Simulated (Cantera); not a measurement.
A perfectly stirred reactor is fed with CH4 : O2 : N2 : CO2 = 1 : 1.82 : 6.84 : 0.33 (molar parts), equivalence ratio 1.1, at 10.0 bar; it is adiabatic with a 500 K inlet, and is followed from long to short residence time, starting on the burning branch (τ in s: 0.06, 0.033, 0.018, 0.0099, 0.0054, 0.003, 0.0016, 0.00089, 0.00049, 0.00027, 0.00015, 8.1e-05).

Cantera simulation using GRI-Mech 3.0 (53 species, 325 reactions); the numbers are that mechanism's predictions, not measurements.

Q: What does this change do: CH4 1 to 0.7 parts?

A: 
```tsv
quantity	before	after
blow-out, bracketed by the residence times tried	burning at 81.0 µs, the shortest tried	burning at 81.0 µs, the shortest tried
x(CH4) at τ = 60.0 ms	5.26e-6	2.33e-6
x(O2) at τ = 60.0 ms	0.000254	0.0431
x(CO2) at τ = 60.0 ms	0.103	0.106
x(C2H2) at τ = 60.0 ms	7.80e-9	2.66e-10
x(H2O) at τ = 60.0 ms	0.187	0.144
x(CH4) at τ = 1.60 ms	5.61e-5	4.94e-5
x(O2) at τ = 1.60 ms	0.00170	0.0440
x(CO2) at τ = 1.60 ms	0.101	0.104
x(C2H2) at τ = 1.60 ms	4.67e-7	5.55e-8
x(H2O) at τ = 1.60 ms	0.185	0.143
```
